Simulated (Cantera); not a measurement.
## Premixed flame

A freely propagating, adiabatic, planar premixed flame of 10.2 % CH4, 0.459 % CO, 18.8 % O2, 70.5 % N2, unburnt at 373 K and 0.120 bar; mixture-averaged transport, grid criteria slope 0.08 and curve 0.16, no radiation.

Detailed kinetics in Cantera: GRI-Mech 3.0 (53 species, 325 reactions). Burning velocities carry a grid error of a few per cent, more on coarse grids.

```json
[
 {"z (mm)": "-7.31", "T (K)": "373", "u (m/s)": "0.867", "x CH4": "0.102", "x CO": "0.00459", "x O2": "0.188", "x H2O2": "<1e-8", "x H": "<1e-8", "x NO2": "<1e-8"},
 {"z (mm)": "-4.88", "T (K)": "373", "u (m/s)": "0.868", "x CH4": "0.102", "x CO": "0.00459", "x O2": "0.187", "x H2O2": "3.37e-8", "x H": "<1e-8", "x NO2": "<1e-8"},
 {"z (mm)": "-3.66", "T (K)": "375", "u (m/s)": "0.876", "x CH4": "0.101", "x CO": "0.00461", "x O2": "0.187", "x H2O2": "3.93e-7", "x H": "1.51e-8", "x NO2": "<1e-8"},
 {"z (mm)": "-2.44", "T (K)": "416", "u (m/s)": "0.978", "x CH4": "0.0985", "x CO": "0.00536", "x O2": "0.184", "x H2O2": "4.66e-6", "x H": "6.78e-6", "x NO2": "<1e-8"},
 {"z (mm)": "-1.22", "T (K)": "832", "u (m/s)": "1.99", "x CH4": "0.0728", "x CO": "0.0187", "x O2": "0.153", "x H2O2": "4.75e-6", "x H": "0.000555", "x NO2": "<1e-8"},
 {"z (mm)": "-0.610", "T (K)": "1266", "u (m/s)": "3.08", "x CH4": "0.0404", "x CO": "0.0394", "x O2": "0.111", "x H2O2": "2.81e-6", "x H": "0.00197", "x NO2": "<1e-8"},
 {"z (mm)": "0", "T (K)": "1658", "u (m/s)": "4.07", "x CH4": "0.0106", "x CO": "0.0610", "x O2": "0.0621", "x H2O2": "6.73e-7", "x H": "0.00588", "x NO2": "<1e-8"},
 {"z (mm)": "0.610", "T (K)": "1821", "u (m/s)": "4.48", "x CH4": "0.00106", "x CO": "0.0636", "x O2": "0.0324", "x H2O2": "1.15e-7", "x H": "0.0110", "x NO2": "<1e-8"},
 {"z (mm)": "1.22", "T (K)": "1855", "u (m/s)": "4.56", "x CH4": "5.64e-5", "x CO": "0.0560", "x O2": "0.0209", "x H2O2": "5.92e-8", "x H": "0.0143", "x NO2": "<1e-8"},
 {"z (mm)": "2.44", "T (K)": "1875", "u (m/s)": "4.58", "x CH4": "1.27e-7", "x CO": "0.0457", "x O2": "0.0154", "x H2O2": "5.55e-8", "x H": "0.0163", "x NO2": "<1e-8"},
 {"z (mm)": "4.88", "T (K)": "1894", "u (m/s)": "4.61", "x CH4": "<1e-8", "x CO": "0.0403", "x O2": "0.0137", "x H2O2": "5.06e-8", "x H": "0.0163", "x NO2": "<1e-8"},
 {"z (mm)": "9.75", "T (K)": "1920", "u (m/s)": "4.67", "x CH4": "<1e-8", "x CO": "0.0391", "x O2": "0.0127", "x H2O2": "4.46e-8", "x H": "0.0149", "x NO2": "<1e-8"},
 {"z (mm)": "19.5", "T (K)": "1960", "u (m/s)": "4.75", "x CH4": "<1e-8", "x CO": "0.0384", "x O2": "0.0116", "x H2O2": "3.69e-8", "x H": "0.0127", "x NO2": "<1e-8"}
]
```
x: mole fraction of selected species; z is measured from the peak of heat release.

```
Item                          Value
------------------------  ---------
laminar burning velocity  86.6 cm/s
thermal thickness           2.44 mm
peak x(H2O2)                6.53e-6
peak x(H)                    0.0165
grid points                     168
```
